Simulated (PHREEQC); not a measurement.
## Nickel, zinc or cadmium bath: speciation

Solution (20 °C): 0.45 mol CdSO4 and 0.00066 mol MnSO4 per kg of water. Closed to the air; pH follows from the charge balance.

The numbers come from PHREEQC with the ion-association model, wateq4f.dat.

This is a speciation only: nothing precipitates in the calculation.

Q: What pH, activity of water, ionic strength does the model give?

A: pH 5.65; activity of water 0.991; ionic strength 0.696 mol/kgw.

Q: In which forms is Mn present?

A: Mn+2 70 %, MnSO4 30 % of the Mn.
